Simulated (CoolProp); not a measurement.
The numbers come from the reference Helmholtz-energy equation of state, Zhou 2012 in CoolProp.

Task: For p-xylene, give the phase and the expansivity (1/kK), Prandtl number at 620 K and 6.62 MPa; 620 K and 11 MPa.

Result: 
- 620 K and 6.62 MPa: supercritical; expansivity 4.72, Prandtl number 2.68
- 620 K and 11 MPa: supercritical; expansivity 2.72, Prandtl number 2.69

Viscosity comes from a separate model (Balogun 2015). Thermal conductivity comes from a separate model (Mylona 2014).
